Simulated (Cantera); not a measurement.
**Roasting and sulfation: MgO + SO3 + CO2**

Feed: 1 mol MgO, 0.23 mol SO3, 0.24 mol CO2, equilibrated at 2.30 bar.

These are equilibrium values from Cantera (NASA tables, ideal gas, pure condensed phases), not measurements of a reactor. Candidate condensed phases: C, Mg, MgCO3, MgO, MgS, MgSO4, S; 26 gas species. Mutual solubility and eutectic melting of coexisting phases are not modelled. The numbers say what is thermodynamically allowed, not how fast it happens.

At 400 °C the condensed part is MgCO3(s) + MgO(s) + MgSO4(s). From 500 °C to 1100 °C the condensed part is MgO(s) + MgSO4(s). From 1200 °C to 1600 °C the condensed part is MgO(s).

```tsv
T (°C)	x CO2	x O2	x SO2	x SO3	x CO	x O	x SO	x O3	n MgCO3(s)	n MgO(s)	n MgSO4(s)
400	0.409	0.591	<1e-12	<1e-12	<1e-12	<1e-12	<1e-12	<1e-12	0.240	0.530	0.230
500	1.00	7.55e-9	1.46e-8	1.11e-10	2.10e-11	<1e-12	<1e-12	<1e-12	0	0.770	0.230
600	1.000	6.74e-7	1.35e-6	1.68e-8	3.47e-10	<1e-12	<1e-12	<1e-12	0	0.770	0.230
700	1.000	2.37e-5	4.74e-5	8.77e-7	3.21e-9	<1e-12	<1e-12	<1e-12	0	0.770	0.230
800	0.999	0.000421	0.000842	2.13e-5	1.97e-8	1.68e-11	<1e-12	<1e-12	0	0.770	0.230
900	0.986	0.00449	0.00897	0.000293	8.84e-8	6.17e-10	3.62e-11	<1e-12	0	0.772	0.228
1000	0.900	0.0324	0.0647	0.00260	2.91e-7	1.28e-8	1.11e-9	3.52e-12	0	0.788	0.212
1100	0.468	0.172	0.344	0.0165	4.54e-7	1.69e-7	2.05e-8	1.16e-10	0	0.955	0.0450
1200	0.413	0.192	0.384	0.0110	2.01e-6	8.07e-7	1.30e-7	3.23e-10	0	1.00	0
1300	0.412	0.194	0.388	0.00679	8.56e-6	3.03e-6	6.27e-7	6.92e-10	0	1.00	0
1400	0.411	0.195	0.390	0.00443	3.07e-5	9.73e-6	2.50e-6	1.35e-9	0	1.00	0
1500	0.411	0.195	0.391	0.00303	9.49e-5	2.74e-5	8.49e-6	2.45e-9	0	1.00	0
1600	0.410	0.196	0.391	0.00216	0.000260	6.90e-5	2.53e-5	4.18e-9	0	1.00	0
```
x: gas mole fraction; n: condensed amount in mol.
